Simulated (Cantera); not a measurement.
An isothermal, constant-pressure homogeneous reactor starts with 45.5 % CH4, 43.6 % CO2, 10.9 % H2, at 1475 K and 495 Torr.

Cantera simulation using GRI-Mech 3.0 (53 species, 325 reactions); the numbers are that mechanism's predictions, not measurements.

x: mole fraction; the columns are a selection and need not sum to one.

| t (s) | x CH4 | x CO2 | x H2 | x C2H4 | x CO | x C2H6 |
|---|---|---|---|---|---|---|
| 3.00e-5 | 0.455 | 0.436 | 0.109 | 6.73e-10 | 9.36e-8 | 5.54e-9 |
| 0.000196 | 0.454 | 0.436 | 0.109 | ___ | 2.78e-6 | 1.40e-6 |
| 0.00128 | 0.454 | 0.436 | 0.109 | ___ | 6.19e-5 | 8.15e-5 |
| 0.00838 | 0.452 | 0.435 | 0.110 | ___ | 0.000701 | 0.000484 |
| 0.0548 | 0.434 | 0.426 | 0.120 | ___ | 0.00619 | 0.000584 |
| 0.358 | 0.338 | 0.357 | 0.172 | ___ | 0.0465 | 0.000344 |
| 2.34 | 0.116 | 0.129 | 0.233 | 0.00634 | 0.214 | 6.69e-5 |
| 15.3 | 0.0492 | 0.0574 | 0.340 | 0.00646 | 0.318 | 1.86e-5 |
| 100 | 0.0361 | 0.0224 | 0.441 | ___ | 0.413 | 8.60e-6 |

**Question.** What belongs in the gaps?

**Answer.** 
- 0.000196, x C2H4: 1.99e-7
- 0.00128, x C2H4: 1.74e-5
- 0.00838, x C2H4: 0.000491
- 0.0548, x C2H4: 0.00364
- 0.358, x C2H4: 0.00426
- 100, x C2H4: 0.00269
